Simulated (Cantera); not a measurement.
A freely propagating, adiabatic, planar premixed flame of H2 : O2 : N2 = 1 : 0.893 : 2.41 (molar parts), equivalence ratio 0.56, unburnt at 575 K and 0.132 atm; mixture-averaged transport, grid criteria slope 0.08 and curve 0.16, no radiation.

Cantera simulation using the H2/O2 subset of GRI-Mech 3.0, which has no nitrogen chemistry; the numbers are that mechanism's predictions, not measurements. Burning velocities carry a grid error of a few per cent, more on coarse grids. Lean hydrogen flames are cellular in practice and burn faster than this planar one.

### Question
What does this change do: inlet temperature 575 to 350 K?

### Answer
```tsv
quantity	before	after
laminar burning velocity	491 cm/s	197 cm/s
thermal thickness	5.49 mm	4.46 mm
peak x(H)	0.0540	0.0389
peak x(H2O2)	2.12e-6	3.26e-5
peak x(HO2)	7.38e-5	0.000147
peak x(O)	0.0229	0.0175
```
